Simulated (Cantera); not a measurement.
A closed system holds: 1 mol MgCO3, 0.26 mol SO3, 1.3 mol H2O, equilibrated at 1423 K and 1.30 bar.

Method: chemical equilibrium by Gibbs-energy minimisation in Cantera with the NASA 1993 tables (ideal gas, pure condensed phases). Candidate condensed phases: C, C6H6, C7H8, C8H18, H2O, H2SO4, Mg, MgCO3, MgO, Mg(OH)2, MgS, MgSO4, S; 130 gas species. Kinetics and transport are ignored.

Base state: H2O 0.484, CO2 0.372, SO2 0.0954, O2 0.0477, SO3 0.00134, OH 5.49e-5 (mole fractions); condensed: MgO(s).

Problem. What changes in the equilibrium state with this change: temperature from 1423 K to 1125 K?

Solution. 
| species | before | after |
|---|---|---|
| H2O | 0.484 | 0.561 |
| CO2 | 0.372 | 0.431 |
| SO2 | 0.0954 | 0.00539 |
| O2 | 0.0477 | 0.00269 |
| OH | 5.49e-5 | 7.53e-7 |
| SO3 | 0.00134 | 0.000157 |
| MgO(s), mol | 1.00 | 0.753 |
| MgSO4(s), mol | 0 | 0.247 |
Mutual solubility and eutectic melting of coexisting phases are not modelled.

Problem. What changes in the equilibrium state with this change: SO3 from 0.26 to 1.2 mol?

Solution. 
```csv
species,before,after
H2O,0.484,0.318
SO2,0.0954,0.287
CO2,0.372,0.245
O2,0.0477,0.143
SO3,0.00134,0.00701
OH,5.49e-5,5.86e-5
"MgO(s), mol",1.00,1.00
```

Problem. What changes in the equilibrium state with this change: SO3 from 0.26 to 0.052 mol?

Solution. 
```tsv
species	before	after
H2O	0.484	0.547
CO2	0.372	0.421
SO2	0.0954	0.0217
O2	0.0477	0.0109
SO3	0.00134	0.000146
OH	5.49e-5	4.03e-5
MgO(s), mol	1.00	1.00
```
